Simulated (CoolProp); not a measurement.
Vapour-liquid equilibrium of benzene (1) + octamethylcyclotetrasiloxane (D4) (2) at 0.281 MPa; x and y are mole fractions of (1).

Values from CoolProp's multi-fluid Helmholtz-energy mixture model, Thol 2012 and Thol 2015; pair parameters Bell 2016.

| x | bubble temperature (°C) | y at the bubble point | dew temperature at overall composition x (°C) | liquid density (mol/L) |
|---|---|---|---|---|
| 0.05 | 212.6 | 0.177 | 218.7 | 2.495 |
| 0.2 | 186.8 | … | … | … |
| 0.35 | 165.1 | 0.804 | … | 3.618 |
| 0.5 | 149.0 | 0.903 | 193.6 | 4.376 |
| 0.65 | 137.0 | 0.952 | 181.7 | … |
| 0.8 | 127.5 | 0.980 | … | 6.767 |
| 0.95 | 119.5 | 0.997 | 137.6 | 8.888 |

Question: What belongs in the gaps?

Answer: 
- 0.2, y at the bubble point: 0.590
- 0.2, dew temperature at overall composition x (°C): 211.4
- 0.2, liquid density (mol/L): 3.005
- 0.35, dew temperature at overall composition x (°C): 203.2
- 0.65, liquid density (mol/L): 5.370
- 0.8, dew temperature at overall composition x (°C): 165.6

No azeotrope shows between x = 0.05 and 0.95.

Pair parameters are fitted to limited data, so mixtures are less certain than the pure fluids.
